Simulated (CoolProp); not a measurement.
Fluorine along the isobar 7.63 MPa: Z from the reference equation and from simpler models built on Tc = 144.4 K, pc = 5.240 MPa, ω = 0.045; each cubic takes its own stable root.

Model: reference Helmholtz-energy equation of state, de Reuck 1990, in CoolProp.

```csv
T (K),phase,reference
68.1,liquid,0.3147
83.5,liquid,0.2727
99,liquid,0.2471
114.5,liquid,0.2334
129.9,liquid,0.2321
145.4,supercritical,0.2599
160.8,supercritical,0.5321
176.3,supercritical,0.7099
191.8,supercritical,0.7994
207.2,supercritical,0.8547
222.7,supercritical,0.8925
238.2,supercritical,0.9193
253.6,supercritical,0.9390
269.1,supercritical,0.9541
284.5,supercritical,0.9657
300,supercritical,0.9750
```

Q: How far does each simpler model (Redlich-Kwong, Soave-Redlich-Kwong) lie from the reference over these 16 states: mean and median of the absolute difference, and the worst?

A: 
- Redlich-Kwong: mean 1.8 %, median 0.9 %, worst +11.1 % at 145.4 K and 7.63 MPa
- Soave-Redlich-Kwong: mean 1.9 %, median 1.0 %, worst +11.2 % at 145.4 K and 7.63 MPa
